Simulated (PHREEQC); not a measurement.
Consider water at 30 °C with 0.00072 mol Pb(NO3)2, 1.3e-05 mol MgSO4, 0.0004 mol H2SO4 and 2.8e-06 mol NaCl per kg of water. Closed to the air; pH follows from the charge balance.

The numbers come from PHREEQC with the ion-association model, wateq4f.dat.

This is a speciation only: nothing precipitates in the calculation.

Q: What pH does the model give?

A: pH 3.13.

Q: In which forms is Mg present?

A: Mg+2 95 %, MgSO4 5.0 % of the Mg.

The solution is supersaturated, for example in Anglesite, so a real one may precipitate; this is no full list. Complexes and solids missing from the database can't appear.
